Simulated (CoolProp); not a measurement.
The numbers come from the reference Helmholtz-energy equation of state, Bücker 2006 in CoolProp.

Question: For n-butane, give the phase and the density (kg/m³), cv (kJ/(kg K)), speed of sound (m/s), conductivity (mW/(m K)) at 253.1 K and 5.02 bar.

Answer: 
- 253.1 K and 5.02 bar: liquid; density 622, cv 1.58, speed of sound 1150, conductivity 125

Thermal conductivity comes from a separate model (Perkins 2002).
